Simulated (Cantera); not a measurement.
Input: 1 mol Fe, 0.22 mol NH3, 1.7 mol N2, equilibrated at 90.0 Torr.

Equilibrium computed with Cantera from the NASA thermochemical tables; the gas is ideal and each condensed phase is pure. Candidate condensed phases: Fe; 10 gas species. Rates play no part.

Which condensed phases are stable at each of these points (T (°C)): 1075, 1150, 1225, 1300, 1375, 1450, 1525, 1600, 1675, 1750?


| T (°C) | condensed phases | Fe condensed (%) |
|---|---|---|
| 1075 | Fe(γ) | 100.0 |
| 1150 | Fe(γ) | 100.0 |
| 1225 | Fe(γ) | 100.0 |
| 1300 | Fe(γ) | 100.0 |
| 1375 | Fe(γ) | 100.0 |
| 1450 | Fe(δ) | 100.0 |
| 1525 | Fe(δ) | 99.9 |
| 1600 | Fe(l) | 99.9 |
| 1675 | Fe(l) | 99.6 |
| 1750 | Fe(l) | 99.2 |

From 1075 °C to 1375 °C the condensed part is Fe(γ). From 1450 °C to 1525 °C the condensed part is Fe(δ). From 1600 °C to 1750 °C the condensed part is Fe(l).
